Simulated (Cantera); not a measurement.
Input: 1 mol B₂O₃, 6.6 mol F₂, 0.65 mol O₂, at 798.15 K and 0.260 bar.

These are equilibrium values from Cantera (NASA tables, ideal gas, pure condensed phases), not measurements of a reactor. Candidate condensed phases: B, B₂O₃; 21 gas species. Kinetics and transport are ignored.

Base state: F₂ 0.457, O₂ 0.276, BF₃ 0.257, F 0.0107, FO₂ 4.93e-5 (mole fractions); condensed: gas only.

**Question.** What changes in the equilibrium state with this change: temperature from 798.15 K to 1823.15 K?

**Answer.** 
```tsv
species	before	after
F	0.0107	0.633
O₂	0.276	0.190
BF₃	0.257	0.176
F₂	0.457	0.00129
O	<1e-9	0.000129
FO	1.28e-7	5.97e-5
FO₂	4.93e-5	5.74e-6
```
